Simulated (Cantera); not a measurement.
Cantera run, input and output.

```python
import numpy as np
import cantera as ct

gas = ct.Solution("gri30.yaml")
gas.TPX = 1000, 500000, {'CH4': 1, 'O2': 4, 'N2': 15}
reactor = ct.IdealGasReactor(gas, energy="on", clone=False)
net = ct.ReactorNet([reactor])
net.rtol, net.atol = 1e-08, 1e-16
show = ['CH4', 'O2', 'H2O2', 'CO2', 'C2H', 'H2']
times = np.geomspace(1e-05, 4, 15)

steps = ct.SolutionArray(gas, extra=["t"])
rows = []
print(f"{'t/s':>10s}{'T/K':>9s}{'P/Pa':>11s}" + "".join(f"{s:>11s}" for s in show))
for t in times:
    while net.time < t:
        t_next = net.step()
        steps.append(gas.state, t=t_next)
    rows.append([np.interp(t, steps.t, y) for y in (steps.T, steps.P, *steps(*show).X.T)])
    print(f"{t:10.3e}{rows[-1][0]:9.1f}{rows[-1][1]:11.4g}" + "".join(f"{x:11.3e}" for x in rows[-1][2:]))
rate = np.gradient(steps.T, steps.t)
print("integrator steps:", len(steps.t))
if steps.T.max() > steps.T[0] + 200:
    print(f"time of steepest temperature rise: {steps.t[rate.argmax()]:.4e} s")
gas.TPX = 1000, 500000, {'CH4': 1, 'O2': 4, 'N2': 15}
gas.equilibrate("UV")
print(f"equilibrium (UV): T = {gas.T:.1f} K  " + "  ".join(f"{s} {gas[s].X[0]:.3e}" for s in show))
```

Result:

```
       t/s      T/K       P/Pa        CH4         O2       H2O2        CO2        C2H         H2
 1.000e-05   1000.0      5e+05  5.000e-02  2.000e-01  2.101e-13  2.804e-20  1.623e-44  1.442e-14
 2.513e-05   1000.0      5e+05  5.000e-02  2.000e-01  1.327e-12  4.607e-19  2.135e-42  7.470e-14
 6.314e-05   1000.0      5e+05  5.000e-02  2.000e-01  8.451e-12  7.813e-18  3.306e-40  4.416e-13
 1.587e-04   1000.0      5e+05  5.000e-02  2.000e-01  5.165e-11  1.221e-16  4.186e-38  2.740e-12
 3.986e-04   1000.0      5e+05  5.000e-02  2.000e-01  3.120e-10  2.060e-15  7.791e-36  1.865e-11
 1.002e-03   1000.0      5e+05  5.000e-02  2.000e-01  1.777e-09  3.854e-14  2.143e-33  1.451e-10
 2.517e-03   1000.0      5e+05  5.000e-02  2.000e-01  8.880e-09  9.134e-13  1.078e-30  1.438e-09
 6.325e-03   1000.0      5e+05  5.000e-02  2.000e-01  3.401e-08  2.439e-11  7.002e-28  1.758e-08
 1.589e-02   1000.1      5e+05  4.999e-02  2.000e-01  8.487e-08  2.832e-10  8.838e-26  1.473e-07
 3.993e-02   1000.3  5.002e+05  4.996e-02  2.000e-01  2.283e-07  2.434e-09  5.934e-24  9.899e-07
 1.003e-01   1003.5  5.017e+05  4.962e-02  1.997e-01  2.470e-06  1.652e-07  7.724e-21  1.661e-05
 2.521e-01   2301.7  1.152e+06  3.426e-20  9.405e-02  4.532e-07  4.937e-02  2.054e-27  1.985e-04
 6.335e-01   2301.6  1.152e+06  3.423e-20  9.404e-02  4.531e-07  4.937e-02  2.050e-27  1.984e-04
 1.592e+00   2301.6  1.152e+06  3.423e-20  9.404e-02  4.531e-07  4.937e-02  2.050e-27  1.984e-04
 4.000e+00   2301.6  1.152e+06  3.423e-20  9.404e-02  4.531e-07  4.937e-02  2.050e-27  1.984e-04
integrator steps: 2439
time of steepest temperature rise: 1.3744e-01 s
equilibrium (UV): T = 2301.6 K  CH4 5.183e-20  O2 9.404e-02  H2O2 4.531e-07  CO2 4.937e-02  C2H 2.319e-27  H2 1.984e-04
```

Cantera simulation using GRI-Mech 3.0 (53 species, 325 reactions); the numbers are that mechanism's predictions, not measurements.
